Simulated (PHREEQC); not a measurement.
Consider water at 25 °C with 0.2 mol KOH, 0.019 mol H3BO3 and 0.024 mol K2CO3 per kg of water. Closed to the air; pH follows from the charge balance.

Model: ion-association model, phreeqc.dat, run in PHREEQC.

Each row changes one thing in this solution. No solid was allowed to form.

```json
[
 {"case": "as made", "pH": "13.09", "ionic strength (mol/kgw)": "0.272", "HCO3- (mol/kgw)": "1.60e-5", "H3BO3 (mol/kgw)": "1.86e-6"},
 {"case": "H3BO3 from 0.019 to 0.0038 mol/kgw", "pH": "13.12", "ionic strength (mol/kgw)": "0.272", "HCO3- (mol/kgw)": "1.48e-5", "H3BO3 (mol/kgw)": "3.43e-7"},
 {"case": "temperature from 25 to 30 °C", "pH": "…", "ionic strength (mol/kgw)": "0.272", "HCO3- (mol/kgw)": "2.11e-5", "H3BO3 (mol/kgw)": "2.46e-6"},
 {"case": "temperature from 25 to 50 °C", "pH": "…", "ionic strength (mol/kgw)": "0.272", "HCO3- (mol/kgw)": "5.92e-5", "H3BO3 (mol/kgw)": "6.60e-6"},
 {"case": "temperature from 25 to 45 °C", "pH": "…", "ionic strength (mol/kgw)": "0.272", "HCO3- (mol/kgw)": "4.61e-5", "H3BO3 (mol/kgw)": "5.26e-6"},
 {"case": "K2CO3 from 0.024 to 0.24 mol/kgw", "pH": "…", "ionic strength (mol/kgw)": "0.920", "HCO3- (mol/kgw)": "0.000137", "H3BO3 (mol/kgw)": "1.95e-6"}
]
```

Q: Fill in the missing entries.

A: 
- temperature from 25 to 30 °C, pH: 12.93
- temperature from 25 to 50 °C, pH: 12.35
- temperature from 25 to 45 °C, pH: 12.48
- K2CO3 from 0.024 to 0.24 mol/kgw, pH: 13.03

The ionic strength passes 0.7 mol/kgw, the rough limit of the ion-association models, in K2CO3 from 0.024 to 0.24 mol/kgw. Away from 25 °C the constants follow the database's enthalpies or fits; those with neither stay at their 25 °C values.
